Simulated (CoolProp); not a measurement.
Properties of C2F6 (R116) along the isotherm 178.1 K (Tc = 293.0 K, pc = 30.48 bar, ω = 0.257).

Computed with CoolProp (reference Helmholtz-energy equation of state, Lemmon 2006). It is a short technical equation, of lower accuracy than the large ones.

```json
[
 {"p (bar)": "0.145", "phase": "gas", "density (kg/m³)": "1.363", "conductivity (mW/(m K))": "6.38"},
 {"p (bar)": "0.329", "phase": "gas", "density (kg/m³)": "3.127", "conductivity (mW/(m K))": "6.39"},
 {"p (bar)": "0.749", "phase": "liquid", "density (kg/m³)": "1678", "conductivity (mW/(m K))": "83.1"},
 {"p (bar)": "1.7", "phase": "liquid", "density (kg/m³)": "1678", "conductivity (mW/(m K))": "83.1"},
 {"p (bar)": "3.88", "phase": "liquid", "density (kg/m³)": "1679", "conductivity (mW/(m K))": "83.2"},
 {"p (bar)": "8.83", "phase": "liquid", "density (kg/m³)": "1681", "conductivity (mW/(m K))": "83.4"},
 {"p (bar)": "20.1", "phase": "liquid", "density (kg/m³)": "1685", "conductivity (mW/(m K))": "83.9"}
]
```

Thermal conductivity comes from a separate model (Huber 2003), an estimate that may be off by 10 % or more.
